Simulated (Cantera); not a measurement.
An isothermal, constant-pressure homogeneous reactor starts with CH4 : H2 = 1 : 1.3 (molar parts), at 1800 K and 10.00 Torr.

Computed with Cantera and GRI-Mech 3.0 (53 species, 325 reactions). GRI-Mech 3.0 stops at C3 and has no aromatics, soot or wall deposition, so with more carbon than oxygen in the feed, carbon stays in small species such as C2H2 where larger ones or solid carbon would form. Radical loss at walls, strong at low pressure, is not modelled.

Task: Predict: x(CH4) at 5.00 s; x(H2) at 5.00 s; x(C2H6) at 5.00 s; x(CH2) at 5.00 s; x(CH3) at 5.00 s.

Result: 
```json
{
 "x(CH4) at 5.00 s": "0.000525 (gas-phase equilibrium 0.000233)",
 "x(H2) at 5.00 s": "0.845 (gas-phase equilibrium 0.846)",
 "x(C2H6) at 5.00 s": "2.22e-9 (gas-phase equilibrium 5.77e-10)",
 "x(CH2) at 5.00 s": "1.36e-7 (gas-phase equilibrium 6.08e-8)",
 "x(CH3) at 5.00 s": "3.59e-5 (gas-phase equilibrium 1.59e-5)"
}
```
